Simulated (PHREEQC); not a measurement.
# Alkaline etch or developer: speciation

Make-up at 25 °C: 0.16 mol NH3 and 5.2e-07 mol H4SiO4 per kg of water. Closed to the air; pH follows from the charge balance.

Equilibrium calculation in PHREEQC: ion-association model, phreeqc.dat.

Each row changes one thing in this solution. This is a speciation only: nothing precipitates in the calculation.

| case | pH | ionic strength (mol/kgw) | NH4+ (mol/kgw) | H3SiO4- (mol/kgw) | H4SiO4 (mol/kgw) | SI of Quartz (SiO2) |
|---|---|---|---|---|---|---|
| as made | 11.22 | 0.00176 | 0.00176 | 4.94e-7 | 1.93e-8 | -3.73 |
| H4SiO4 from 5.2e-07 to 5.2e-06 mol/kgw | 11.22 | 0.00176 | 0.00176 | 4.94e-6 | 1.93e-7 | -2.73 |
| NH3 from 0.16 to 1.6 mol/kgw | 11.73 | 0.00570 | 0.00570 | 4.92e-7 | 5.75e-9 | -4.23 |
| NH3 replaced by NH4Br at the same molality | 5.15 | 0.160 | 0.160 | 1.53e-11 | 5.20e-7 | -2.28 |
| H4SiO4 from 5.2e-07 to 1.04e-06 mol/kgw | 11.22 | 0.00176 | 0.00176 | 9.89e-7 | 3.86e-8 | -3.43 |
